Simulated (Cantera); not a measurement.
Equilibrium for silicon carbide growth: CH3SiCl3 + C3H8 + H2

Input: 1 mol CH3SiCl3, 0.095 mol C3H8, 110 mol H2, held at 5.48 Torr.

These are equilibrium values from Cantera (NASA tables, ideal gas, pure condensed phases), not measurements of a reactor. Candidate condensed phases: C, C6H6, C7H8, C8H18, Si, SiC; 109 gas species. The feed counts by its element totals alone. The tables' values for SiCl are old estimates; treat these amounts as uncertain. Gases not in the tables: Si2H6 and higher silanes. The numbers say what is thermodynamically allowed, not how fast it happens.

From 1200 K to 2200 K the condensed part is C(graphite) + SiC(s). At 2300 K the condensed part is C(graphite). From 2400 K to 2500 K nothing is condensed. The main Si-bearing gas is SiCl2 at 1200 K and Si at 2500 K.

| T (K) | x H2 | x H | x HCl | x Si | x Cl | x C2H2 (acetylene) | x SiC2 | n C(graphite) | n SiC(s) |
|---|---|---|---|---|---|---|---|---|---|
| 1200 | 0.973 | 2.28e-6 | 0.0265 | <1e-12 | 5.37e-8 | 1.00e-7 | <1e-12 | 0.273 | 1.000 |
| 1300 | 0.973 | 1.28e-5 | 0.0264 | 1.76e-11 | 2.93e-7 | 5.61e-7 | <1e-12 | 0.279 | 0.999 |
| 1400 | 0.973 | 5.62e-5 | 0.0264 | 5.41e-10 | 1.26e-6 | 2.45e-6 | <1e-12 | 0.282 | 0.999 |
| 1500 | 0.973 | 0.000203 | 0.0264 | 1.05e-8 | 4.45e-6 | 8.78e-6 | 1.84e-11 | 0.283 | 0.998 |
| 1600 | 0.973 | 0.000628 | 0.0264 | 1.40e-7 | 1.35e-5 | 2.68e-5 | 5.46e-10 | 0.281 | 0.997 |
| 1700 | 0.972 | 0.00170 | 0.0263 | 1.38e-6 | 3.58e-5 | 7.13e-5 | 1.08e-8 | 0.272 | 0.995 |
| 1800 | 0.969 | 0.00413 | 0.0262 | 1.05e-5 | 8.54e-5 | 0.000170 | 1.53e-7 | 0.253 | 0.992 |
| 1900 | 0.964 | 0.00912 | 0.0260 | 6.42e-5 | 0.000186 | 0.000368 | 1.62e-6 | 0.217 | 0.983 |
| 2000 | 0.954 | 0.0186 | 0.0256 | 0.000327 | 0.000372 | 0.000733 | 1.35e-5 | 0.169 | 0.943 |
| 2100 | 0.936 | 0.0353 | 0.0250 | 0.00142 | 0.000693 | 0.00135 | 9.18e-5 | 0.161 | 0.782 |
| 2200 | 0.903 | 0.0626 | 0.0238 | 0.00542 | 0.00120 | 0.00231 | 0.000521 | 0.412 | 0.164 |
| 2300 | 0.859 | 0.105 | 0.0226 | 0.00659 | 0.00199 | 0.00371 | 0.000909 | 0.135 | 0 |
| 2400 | 0.798 | 0.166 | 0.0208 | 0.00664 | 0.00309 | 0.00408 | 0.000936 | 0 | 0 |
| 2500 | 0.716 | 0.249 | 0.0183 | 0.00654 | 0.00450 | 0.00387 | 0.000847 | 0 | 0 |
x: gas mole fraction; n: condensed amount in mol.
